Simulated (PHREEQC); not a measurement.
## Alkaline etch or developer

Dissolve 0.3 mol NH3 and 0.00077 mol H3BO3 per kg of water at 25 °C. Closed to the air; pH follows from the charge balance.

Equilibrium calculation in PHREEQC: ion-association model, phreeqc.dat.

Each row changes one thing in this solution. Precipitation was switched off in this run.

```csv
case,pH,ionic strength (mol/kgw),NH4+ (mol/kgw)
as made,11.29,0.00284,0.00284
temperature from 25 to 85 °C,9.79,0.00277,0.00277
H3BO3 left out,11.36,0.00242,0.00242
temperature from 25 to 45 °C,10.71,0.00292,0.00292
H3BO3 from 0.00077 to 0.00115 mol/kgw,11.26,0.00307,0.00307
NH3 from 0.3 to 0.45 mol/kgw,11.39,0.00340,0.00340
```

Species that the database lacks are ignored. Away from 25 °C the constants follow the database's enthalpies or fits; those with neither stay at their 25 °C values.
